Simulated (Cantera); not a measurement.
Catalytic stagnation flow on Pt

A jet of H2 : O2 : N2 = 0.014 : 0.1 : 0.79 (molar parts), equivalence ratio 0.070 at 300 K and 5900 Pa hits a platinum plate 3.1 cm away at a mass flux of 0.13 kg/m²/s; the plate temperature is set and raised in steps from an oxygen-covered start.

Model: Deutschmann's 1995 Pt surface mechanism with GRI-Mech 3.0 gas chemistry, integrated in Cantera. Catalytic surfaces can have several steady states; this one follows from the mechanism file's or the stated starting coverage.

```json
[
 {"plate T (K)": "600", "wall x H2": "0.00346", "wall x O2": "0.0976", "wall x H2O": "0.0235", "wall x OH": "<1e-8", "θ free Pt": "0.0583", "θ O*": "0.938", "θ OH*": "0.00386"},
 {"plate T (K)": "650", "wall x H2": "0.00344", "wall x O2": "0.0977", "wall x H2O": "0.0234", "wall x OH": "<1e-8", "θ free Pt": "0.0615", "θ O*": "0.936", "θ OH*": "0.00259"},
 {"plate T (K)": "700", "wall x H2": "0.00329", "wall x O2": "0.0976", "wall x H2O": "0.0235", "wall x OH": "<1e-8", "θ free Pt": "0.0676", "θ O*": "0.930", "θ OH*": "0.00188"},
 {"plate T (K)": "750", "wall x H2": "0.00283", "wall x O2": "0.0971", "wall x H2O": "0.0243", "wall x OH": "<1e-8", "θ free Pt": "0.0849", "θ O*": "0.914", "θ OH*": "0.00153"},
 {"plate T (K)": "800", "wall x H2": "0.00218", "wall x O2": "0.0964", "wall x H2O": "0.0254", "wall x OH": "<1e-8", "θ free Pt": "0.120", "θ O*": "0.879", "θ OH*": "0.00137"},
 {"plate T (K)": "850", "wall x H2": "0.00165", "wall x O2": "0.0959", "wall x H2O": "0.0263", "wall x OH": "1.25e-8", "θ free Pt": "0.171", "θ O*": "0.828", "θ OH*": "0.00125"}
]
```
x: mole fraction at the wall; θ: surface coverage.
